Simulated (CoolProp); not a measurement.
Vapour-liquid equilibrium of diethyl ether (1) + acetone (2) at 83.85 °C; x and y are mole fractions of (1).

The numbers come from the multi-fluid Helmholtz-energy mixture model, Thol 2014 and Lemmon 2006; pair parameters Bell 2016 in CoolProp.

### Question
Give the bubble pressure and the first vapour's composition at x = 0.05, 0.2, 0.35. Is there an azeotrope?

### Answer
x = 0.05: 2.592 bar, y = 0.111; x = 0.2: 3.117 bar, y = 0.362; x = 0.35: 3.563 bar, y = 0.528. No azeotrope shows between x = 0.05 and 0.95.

Pair parameters are fitted to limited data, so mixtures are less certain than the pure fluids.
